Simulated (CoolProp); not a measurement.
Saturation properties of octamethylcyclotetrasiloxane (D4).

The numbers come from the reference Helmholtz-energy equation of state, Thol 2015 in CoolProp.

```json
[
 {"T (K)": "337.9", "p (kPa)": "1.665", "liquid density (kg/m³)": "904.9", "enthalpy of vaporisation (kJ/kg)": "171.1", "liquid cp (kJ/(kg K))": "1.742", "surface tension (mN/m)": "15.1"},
 {"T (K)": "346.4", "p (kPa)": "?", "liquid density (kg/m³)": "895.0", "enthalpy of vaporisation (kJ/kg)": "168.1", "liquid cp (kJ/(kg K))": "?", "surface tension (mN/m)": "14.4"},
 {"T (K)": "354.8", "p (kPa)": "3.894", "liquid density (kg/m³)": "885.1", "enthalpy of vaporisation (kJ/kg)": "165.1", "liquid cp (kJ/(kg K))": "1.776", "surface tension (mN/m)": "13.8"},
 {"T (K)": "363.2", "p (kPa)": "?", "liquid density (kg/m³)": "875.1", "enthalpy of vaporisation (kJ/kg)": "162.1", "liquid cp (kJ/(kg K))": "1.794", "surface tension (mN/m)": "13.2"},
 {"T (K)": "371.7", "p (kPa)": "8.232", "liquid density (kg/m³)": "864.9", "enthalpy of vaporisation (kJ/kg)": "159.2", "liquid cp (kJ/(kg K))": "1.813", "surface tension (mN/m)": "12.6"},
 {"T (K)": "380.1", "p (kPa)": "11.56", "liquid density (kg/m³)": "854.7", "enthalpy of vaporisation (kJ/kg)": "?", "liquid cp (kJ/(kg K))": "1.831", "surface tension (mN/m)": "12.0"},
 {"T (K)": "388.5", "p (kPa)": "15.92", "liquid density (kg/m³)": "844.4", "enthalpy of vaporisation (kJ/kg)": "153.2", "liquid cp (kJ/(kg K))": "1.850", "surface tension (mN/m)": "?"},
 {"T (K)": "397", "p (kPa)": "21.61", "liquid density (kg/m³)": "833.8", "enthalpy of vaporisation (kJ/kg)": "150.2", "liquid cp (kJ/(kg K))": "1.870", "surface tension (mN/m)": "10.9"},
 {"T (K)": "405.4", "p (kPa)": "28.75", "liquid density (kg/m³)": "823.2", "enthalpy of vaporisation (kJ/kg)": "147.2", "liquid cp (kJ/(kg K))": "1.890", "surface tension (mN/m)": "10.3"},
 {"T (K)": "413.8", "p (kPa)": "37.67", "liquid density (kg/m³)": "812.5", "enthalpy of vaporisation (kJ/kg)": "?", "liquid cp (kJ/(kg K))": "1.909", "surface tension (mN/m)": "9.71"},
 {"T (K)": "422.3", "p (kPa)": "48.82", "liquid density (kg/m³)": "801.4", "enthalpy of vaporisation (kJ/kg)": "141.1", "liquid cp (kJ/(kg K))": "1.930", "surface tension (mN/m)": "9.13"}
]
```

Question: What belongs in the gaps?

Answer: 
- 346.4, p (kPa): 2.588
- 346.4, liquid cp (kJ/(kg K)): 1.759
- 363.2, p (kPa): 5.715
- 380.1, enthalpy of vaporisation (kJ/kg): 156.2
- 388.5, surface tension (mN/m): 11.4
- 413.8, enthalpy of vaporisation (kJ/kg): 144.2

It boils at 448.9 K under 1 atm.

Surface tension comes from a separate correlation (Mulero 2014), older than this fluid's equation and unchecked against measurements.
